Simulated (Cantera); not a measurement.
An adiabatic, constant-volume homogeneous reactor starts with CH₄ : H₂ : O₂ : N₂ : H₂O = 1 : 0.049 : 3.07 : 11.5 : 2.8 (molar parts), at 1050 K and 0.632 atm. Integrator tolerance rtol = 1e-08.

Cantera simulation using GRI-Mech 3.0 (53 species, 325 reactions); the numbers are that mechanism's predictions, not measurements.

Problem. What does this change do: pressure from 0.632 atm to 22.7 atm?

Solution. 
```json
[
 {"quantity": "time of steepest temperature rise", "before": "0.254 s", "after": "7.35 ms"},
 {"quantity": "temperature at 1.00 s", "before": "2325 K", "after": "2381 K"},
 {"quantity": "equilibrium temperature", "before": "2325 K", "after": "2381 K"},
 {"quantity": "x(CH₄) at 1.00 s", "before": "<1e-12 (gas-phase equilibrium <1e-12)", "after": "<1e-12 (gas-phase equilibrium <1e-12)"},
 {"quantity": "x(H₂) at 1.00 s", "before": "0.00225 (gas-phase equilibrium 0.00225)", "after": "0.000516 (gas-phase equilibrium 0.000516)"},
 {"quantity": "x(O₂) at 1.00 s", "before": "0.0527 (gas-phase equilibrium 0.0527)", "after": "0.0520 (gas-phase equilibrium 0.0520)"},
 {"quantity": "x(HCO) at 1.00 s", "before": "3.03e-10 (gas-phase equilibrium 3.03e-10)", "after": "2.54e-10 (gas-phase equilibrium 2.54e-10)"},
 {"quantity": "x(NO) at 1.00 s", "before": "0.00736 (gas-phase equilibrium 0.00736)", "after": "0.00817 (gas-phase equilibrium 0.00817)"},
 {"quantity": "x(H) at 1.00 s", "before": "0.000442 (gas-phase equilibrium 0.000442)", "after": "4.59e-5 (gas-phase equilibrium 4.59e-5)"},
 {"quantity": "x(H₂O) at 1.00 s", "before": "0.256 (gas-phase equilibrium 0.256)", "after": "0.261 (gas-phase equilibrium 0.261)"}
]
```
The pressure lies above the range GRI-Mech 3.0 was tuned for (to about 10 atm).

Problem. What does this change do: pressure from 0.632 atm to 2.57 atm?

Solution. 
| quantity | before | after |
|---|---|---|
| time of steepest temperature rise | 0.254 s | 50.9 ms |
| temperature at 1.00 s | 2325 K | 2354 K |
| equilibrium temperature | 2325 K | 2354 K |
| x(CH₄) at 1.00 s | <1e-12 (gas-phase equilibrium <1e-12) | <1e-12 (gas-phase equilibrium <1e-12) |
| x(H₂) at 1.00 s | 0.00225 (gas-phase equilibrium 0.00225) | 0.00132 (gas-phase equilibrium 0.00132) |
| x(O₂) at 1.00 s | 0.0527 (gas-phase equilibrium 0.0527) | 0.0523 (gas-phase equilibrium 0.0523) |
| x(HCO) at 1.00 s | 3.03e-10 (gas-phase equilibrium 3.03e-10) | 3.10e-10 (gas-phase equilibrium 3.10e-10) |
| x(NO) at 1.00 s | 0.00736 (gas-phase equilibrium 0.00736) | 0.00777 (gas-phase equilibrium 0.00777) |
| x(H) at 1.00 s | 0.000442 (gas-phase equilibrium 0.000442) | 0.000192 (gas-phase equilibrium 0.000192) |
| x(H₂O) at 1.00 s | 0.256 (gas-phase equilibrium 0.256) | 0.258 (gas-phase equilibrium 0.258) |
